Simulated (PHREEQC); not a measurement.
Solution (45 °C): 0.023 mol NaHCO3, 3.4e-05 mol KOH and 0.2 mol NaCl per kg of water. Closed to the air; pH follows from the charge balance.

Equilibrium calculation in PHREEQC: ion-association model, wateq4f.dat.

### Question
The ionic strength comes out as 0.221 mol/kgw. What activity coefficients do K+, Na+, CO3-2, Cl-, NaCO3- get?

### Answer
K+ 0.70, Na+ 0.73, CO3-2 0.29, Cl- 0.70, NaCO3- 0.73.

No solid was allowed to form. At this temperature some constants are extrapolated from 25 °C, and those without enthalpy data are left unchanged.
